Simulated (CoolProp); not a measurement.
Properties of ethanol along the isotherm 346.85 °C (Tc = 241.6 °C, pc = 6.268 MPa, ω = 0.644).

Computed with CoolProp (reference Helmholtz-energy equation of state, Schroeder 2014).

```json
[
 {"p (MPa)": "1.04", "phase": "gas", "Z": "0.9796", "speed of sound (m/s)": "342.6", "conductivity (mW/(m K))": "55.1", "Prandtl number": "0.816"},
 {"p (MPa)": "2.09", "phase": "gas", "Z": "0.9586", "speed of sound (m/s)": "337.1", "conductivity (mW/(m K))": "57.1", "Prandtl number": "0.823"},
 {"p (MPa)": "3.13", "phase": "gas", "Z": "0.9371", "speed of sound (m/s)": "331.6", "conductivity (mW/(m K))": "59.2", "Prandtl number": "0.833"},
 {"p (MPa)": "4.18", "phase": "gas", "Z": "(withheld)", "speed of sound (m/s)": "325.7", "conductivity (mW/(m K))": "61.5", "Prandtl number": "0.848"},
 {"p (MPa)": "5.22", "phase": "gas", "Z": "0.8914", "speed of sound (m/s)": "319.6", "conductivity (mW/(m K))": "64.0", "Prandtl number": "0.866"},
 {"p (MPa)": "6.27", "phase": "supercritical", "Z": "0.8668", "speed of sound (m/s)": "313.1", "conductivity (mW/(m K))": "66.9", "Prandtl number": "0.891"},
 {"p (MPa)": "7.31", "phase": "supercritical", "Z": "0.8411", "speed of sound (m/s)": "306.3", "conductivity (mW/(m K))": "70.0", "Prandtl number": "0.921"},
 {"p (MPa)": "8.36", "phase": "supercritical", "Z": "0.8138", "speed of sound (m/s)": "299.1", "conductivity (mW/(m K))": "73.4", "Prandtl number": "0.961"},
 {"p (MPa)": "9.4", "phase": "supercritical", "Z": "0.7853", "speed of sound (m/s)": "291.9", "conductivity (mW/(m K))": "77.2", "Prandtl number": "1.01"},
 {"p (MPa)": "10.4", "phase": "supercritical", "Z": "0.7568", "speed of sound (m/s)": "285.1", "conductivity (mW/(m K))": "81.3", "Prandtl number": "1.07"},
 {"p (MPa)": "11.5", "phase": "supercritical", "Z": "0.7246", "speed of sound (m/s)": "(withheld)", "conductivity (mW/(m K))": "86.1", "Prandtl number": "1.14"},
 {"p (MPa)": "12.5", "phase": "supercritical", "Z": "0.6954", "speed of sound (m/s)": "273.2", "conductivity (mW/(m K))": "90.9", "Prandtl number": "1.22"},
 {"p (MPa)": "13.6", "phase": "supercritical", "Z": "0.6647", "speed of sound (m/s)": "269.8", "conductivity (mW/(m K))": "96.3", "Prandtl number": "1.31"},
 {"p (MPa)": "14.6", "phase": "supercritical", "Z": "0.6395", "speed of sound (m/s)": "269.2", "conductivity (mW/(m K))": "101", "Prandtl number": "(withheld)"},
 {"p (MPa)": "15.7", "phase": "supercritical", "Z": "0.6161", "speed of sound (m/s)": "272.3", "conductivity (mW/(m K))": "106", "Prandtl number": "1.48"}
]
```

### Question
Fill in the missing entries.

### Answer

- 4.18, Z: 0.9146
- 11.5, speed of sound (m/s): 278.3
- 14.6, Prandtl number: 1.39

Viscosity comes from a separate model (Kiselev 2005). Thermal conductivity comes from a separate model (Assael 2013).
